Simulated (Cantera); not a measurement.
A perfectly stirred reactor is fed with CH₄ : O₂ : N₂ : CO₂ = 1 : 1.82 : 6.84 : 0.72 (molar parts), equivalence ratio 1.1, at 0.620 bar; it is adiabatic with a 375 K inlet, and is followed from long to short residence time, starting on the burning branch (τ in s: 0.14, 0.048, 0.017, 0.0058, 0.002, 0.0007, 0.00024, 8.5e-05, 3e-05).

Detailed kinetics in Cantera: GRI-Mech 3.0 (53 species, 325 reactions).

Task: Predict: blow-out, bracketed by the residence times tried; x(CH₄) at τ = 0.140 s; x(O₂) at τ = 0.140 s; x(CO₂) at τ = 0.140 s; x(HCO) at τ = 0.140 s; x(N₂O) at τ = 0.140 s; x(CH₄) at τ = 2.00 ms; x(O₂) at τ = 2.00 ms; x(CO₂) at τ = 2.00 ms; x(HCO) at τ = 2.00 ms; x(N₂O) at τ = 2.00 ms.

Result: 
```
Property                                                                       Result
------------------------------------------------  -----------------------------------
blow-out, bracketed by the residence times tried  burning at 0.240 ms, out at 85.0 µs
x(CH₄) at τ = 0.140 s                                                         6.96e-6
x(O₂) at τ = 0.140 s                                                          0.00193
x(CO₂) at τ = 0.140 s                                                           0.132
x(HCO) at τ = 0.140 s                                                         4.66e-8
x(N₂O) at τ = 0.140 s                                                         3.20e-8
x(CH₄) at τ = 2.00 ms                                                        0.000131
x(O₂) at τ = 2.00 ms                                                           0.0111
x(CO₂) at τ = 2.00 ms                                                           0.117
x(HCO) at τ = 2.00 ms                                                         2.37e-6
x(N₂O) at τ = 2.00 ms                                                         4.53e-8
```
